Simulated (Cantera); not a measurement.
A perfectly stirred reactor is fed with CH₄ : CO₂ = 0.4 : 1.4 (molar parts), at 560000 Pa; it is held at 1598 K, and followed from long to short residence time.

Cantera simulation using GRI-Mech 3.0 (53 species, 325 reactions); the numbers are that mechanism's predictions, not measurements.

One state of this run: x CH₄ = 0.183; x CO₂ = 0.741; x O₂ = 8.70e-12; x OH = 8.97e-8; x HCO = 1.72e-9. x: mole fraction; the columns are a selection and need not sum to one.

Problem. Which value of τ (s) does it belong to?
A. 0.00012
B. 0.00083
C. 0.0057
D. 0.27

Solution. C, 0.0057
